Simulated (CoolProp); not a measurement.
A single-stage vapour-compression cycle with R125: evaporating at 208.15 K (dew point), condensing at 233.15 K (bubble point), superheat 5 K, subcooling 2 K, compressor efficiency 0.85, no pressure losses. Each further row changes one setting.

Values from CoolProp's reference Helmholtz-energy equation of state, Lemmon 2005.

```json
[
 {"case": "as stated", "cooling COP": "6.46", "pressure ratio": "3.64", "discharge temperature (K)": "250.0", "refrigerating effect (kJ/kg)": "151", "volumetric capacity (kJ/m³)": "425"},
 {"case": "evaporating temperature 213.15 K", "cooling COP": "8.45", "pressure ratio": "…", "discharge temperature (K)": "…", "refrigerating effect (kJ/kg)": "…", "volumetric capacity (kJ/m³)": "…"},
 {"case": "condensing temperature 228.15 K", "cooling COP": "8.25", "pressure ratio": "2.89", "discharge temperature (K)": "243.2", "refrigerating effect (kJ/kg)": "156", "volumetric capacity (kJ/m³)": "441"},
 {"case": "subcooling 7 K", "cooling COP": "…", "pressure ratio": "3.64", "discharge temperature (K)": "250.0", "refrigerating effect (kJ/kg)": "156", "volumetric capacity (kJ/m³)": "441"},
 {"case": "superheat 15 K", "cooling COP": "…", "pressure ratio": "3.64", "discharge temperature (K)": "…", "refrigerating effect (kJ/kg)": "157", "volumetric capacity (kJ/m³)": "423"},
 {"case": "compressor efficiency 0.75", "cooling COP": "…", "pressure ratio": "3.64", "discharge temperature (K)": "254.2", "refrigerating effect (kJ/kg)": "151", "volumetric capacity (kJ/m³)": "425"}
]
```

Complete the blanks.


- evaporating temperature 213.15 K, pressure ratio: 2.73
- evaporating temperature 213.15 K, discharge temperature (K): 247.0
- evaporating temperature 213.15 K, refrigerating effect (kJ/kg): 154
- evaporating temperature 213.15 K, volumetric capacity (kJ/m³): 567
- subcooling 7 K, cooling COP: 6.70
- superheat 15 K, cooling COP: 6.43
- superheat 15 K, discharge temperature (K): 260.5
- compressor efficiency 0.75, cooling COP: 5.70
